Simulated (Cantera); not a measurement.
Abatement and gas-phase synthesis: CS2 + SO2 + N2

Charge: 1 mol CS2, 0.05 mol SO2, 0.24 mol N2, equilibrated at 12.0 Pa.

These are equilibrium values from Cantera (NASA tables, ideal gas, pure condensed phases), not measurements of a reactor. Candidate condensed phases: C, S; 35 gas species. Gases not in the tables: S3 to S7. Equilibrium is a limit: real reactors are often held back by kinetics, nucleation or transport.

At 650 °C nothing is condensed. From 850 °C to 1050 °C the condensed part is C(graphite). From 1250 °C to 3250 °C nothing is condensed. The main C-bearing gas is CS2 at 650 °C and C at 3250 °C.

```
T (°C)     x CS2       x S      x CS      x S2       x C    x N2    x CO  n C(graphite)
------  --------  --------  --------  --------  --------  ------  ------  -------------
650        0.660   2.18e-8   7.99e-7    0.0904    <1e-12   0.176  0.0709              0
850        0.655   3.38e-6  0.000142    0.0962    <1e-12   0.176  0.0729        0.00649
1050       0.637  0.000120   0.00487     0.110    <1e-12   0.175  0.0730         0.0223
1250       0.578   0.00166    0.0610     0.118    <1e-12   0.170  0.0709              0
1450       0.352    0.0153     0.227     0.186  1.00e-10   0.155  0.0644              0
1650       0.129    0.0806     0.379     0.220   6.12e-9   0.135  0.0564              0
1850      0.0316     0.239     0.413     0.149   1.62e-7   0.119  0.0494              0
2050     0.00599     0.402     0.392    0.0500   3.16e-6   0.106  0.0442              0
2250     0.00112     0.464     0.380    0.0111   5.26e-5   0.102  0.0423              0
2450    0.000249     0.478     0.376   0.00255  0.000649   0.100  0.0419              0
2650     6.63e-5     0.484     0.367  0.000699   0.00567  0.0988  0.0416              0
2850     1.94e-5     0.503     0.324  0.000237    0.0331  0.0941  0.0403              0
3050     5.07e-6     0.546     0.212  0.000101     0.109  0.0839  0.0370              0
3250     9.76e-7     0.590    0.0918   4.80e-5     0.197  0.0732  0.0333              0
```
x: gas mole fraction; n: condensed amount in mol.
